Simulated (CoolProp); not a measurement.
Properties of carbon dioxide along the isobar 9.7 bar (Tc = 31.0 °C, pc = 73.77 bar, ω = 0.224).

Computed with CoolProp (reference Helmholtz-energy equation of state, Span 1996).

| T (°C) | phase | Z | cp (kJ/(kg K)) | cv (kJ/(kg K)) | isothermal compressibility (1/MPa) | expansivity (1/kK) | Prandtl number |
|---|---|---|---|---|---|---|---|
| -38.05 | gas | 0.8820 | 1.011 | 0.6746 | 1.189 | 6.485 | 0.934 |
| -24.75 | gas | 0.9044 | 0.9628 | 0.6653 | 1.151 | 5.613 | 0.883 |
| -11.45 | gas | 0.9210 | 0.9371 | 0.6639 | 1.126 | 5.004 | 0.850 |
| 1.95 | gas | 0.9339 | 0.9242 | 0.6676 | 1.108 | 4.545 | 0.828 |
| 15.25 | gas | 0.9440 | 0.9190 | 0.6742 | 1.095 | 4.186 | 0.812 |
| 28.55 | gas | 0.9522 | 0.9185 | 0.6825 | 1.085 | 3.894 | 0.800 |
| 41.85 | gas | 0.9588 | 0.9209 | 0.6918 | 1.076 | 3.648 | 0.790 |
| 55.25 | gas | 0.9644 | 0.9254 | 0.7018 | 1.070 | 3.437 | 0.783 |
| 68.55 | gas | 0.9690 | 0.9313 | 0.7120 | 1.064 | 3.255 | 0.777 |
| 81.85 | gas | 0.9729 | 0.9381 | 0.7224 | 1.060 | 3.095 | 0.772 |
| 95.15 | gas | 0.9762 | 0.9456 | 0.7328 | 1.056 | 2.952 | 0.767 |
| 108.55 | gas | 0.9791 | 0.9535 | 0.7432 | 1.053 | 2.823 | 0.763 |
| 121.85 | gas | 0.9816 | 0.9616 | 0.7535 | 1.050 | 2.707 | 0.760 |
| 135.15 | gas | 0.9837 | 0.9699 | 0.7636 | 1.048 | 2.602 | 0.757 |
| 148.45 | gas | 0.9856 | 0.9783 | 0.7735 | 1.046 | 2.506 | 0.755 |
| 161.85 | gas | 0.9872 | 0.9867 | 0.7833 | 1.044 | 2.416 | 0.752 |

Viscosity comes from a separate model (Laesecke 2017). Thermal conductivity comes from a separate model (Huber 2016).
